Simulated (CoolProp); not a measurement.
Water at several states: Z from the reference equation and from simpler models built on Tc = 373.9 °C, pc = 22.06 MPa, ω = 0.344; each cubic takes its own stable root.

The numbers come from the reference Helmholtz-energy equation of state, Wagner 2002 in CoolProp.

| T (°C) | p (MPa) | phase | reference |
|---|---|---|---|
| 61.25 | 7.41 | liquid | 0.04871 |
| 244.95 | 53.6 | liquid | 0.2634 |
| 659.25 | 0.283 | gas | 0.9990 |

### Question
How far does each simpler model (Redlich-Kwong, Soave-Redlich-Kwong, Peng-Robinson) lie from the reference over these 3 states: mean and median of the absolute difference, and the worst?

### Answer
- Redlich-Kwong: mean 27.9 %, median 38.2 %, worst +45.5 % at 244.95 °C and 53.6 MPa
- Soave-Redlich-Kwong: mean 24.5 %, median 33.9 %, worst +39.6 % at 244.95 °C and 53.6 MPa
- Peng-Robinson: mean 14.3 %, median 19.0 %, worst +23.8 % at 244.95 °C and 53.6 MPa
